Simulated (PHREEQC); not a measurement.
Solution (50 °C): 0.067 mol/kgw HF, 0.014 mol/kgw (NH4)2SiF6 and 0.00011 mol/kgw H3BO3. Closed to the air; pH follows from the charge balance.

Equilibrium calculation in PHREEQC: ion-association model, wateq4f.dat.

Each row changes one thing in this solution. Precipitation was switched off in this run.

| case | pH | ionic strength (mol/kgw) | HF (mol/kgw) | F- (mol/kgw) | H2F2 (mol/kgw) | HF2- (mol/kgw) | SI of Quartz (SiO2) |
|---|---|---|---|---|---|---|---|
| as made | 2.26 | 0.0484 | 0.0532 | 0.00511 | 0.00291 | 0.00119 | -4.45 |
| H3BO3 from 0.00011 to 5.5e-05 mol/kgw | 2.27 | 0.0484 | 0.0534 | 0.00513 | 0.00293 | 0.00120 | -4.46 |
| (NH4)2SiF6 from 0.014 to 0.07 mol/kgw | 2.24 | 0.217 | 0.0522 | 0.00579 | 0.00291 | 0.00138 | (withheld) |
| diluted 5-fold with water | 2.66 | 0.0108 | 0.0106 | 0.00228 | 0.000115 | 0.000106 | (withheld) |
| temperature from 50 to 65 °C | 2.31 | 0.0477 | 0.0563 | 0.00450 | 0.00178 | 0.00112 | (withheld) |

Question: What belongs in the gaps?

Answer: 
- (NH4)2SiF6 from 0.014 to 0.07 mol/kgw, SI of Quartz (SiO2): -3.97
- diluted 5-fold with water, SI of Quartz (SiO2): -1.57
- temperature from 50 to 65 °C, SI of Quartz (SiO2): -3.61

Species that the database lacks are ignored. Constants without temperature data keep their 25 °C values here. SiF6-2 is the database's only silicon fluoride. Real BF4- forms and hydrolyses slowly; the run takes it at equilibrium.
